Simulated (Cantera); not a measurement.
A closed system holds: 1 mol Al, 0.76 mol I2, 17 mol N2, equilibrated at 0.00870 bar.

Equilibrium computed with Cantera from the NASA thermochemical tables; the gas is ideal and each condensed phase is pure. Candidate condensed phases: Al, AlI3, AlN, I2; 10 gas species. The numbers say what is thermodynamically allowed, not how fast it happens.

Question: What share of the Al ends up in condensed phases as a function of T (K), at 598, 648, 698, 748, 798, 848, 898, 948, 998, 1048, 1098, 1148, 1198, 1248?

Answer: 
| T (K) | Al condensed (%) | as |
|---|---|---|
| 598 | 81.4 | AlN(s) |
| 648 | 76.7 | AlN(s) |
| 698 | 73.0 | AlN(s) |
| 748 | 70.4 | AlN(s) |
| 798 | 69.2 | AlN(s) |
| 848 | 69.6 | AlN(s) |
| 898 | 71.8 | AlN(s) |
| 948 | 75.7 | AlN(s) |
| 998 | 81.0 | AlN(s) |
| 1048 | 86.8 | AlN(s) |
| 1098 | 92.1 | AlN(s) |
| 1148 | 95.8 | AlN(s) |
| 1198 | 97.9 | AlN(s) |
| 1248 | 99.0 | AlN(s) |
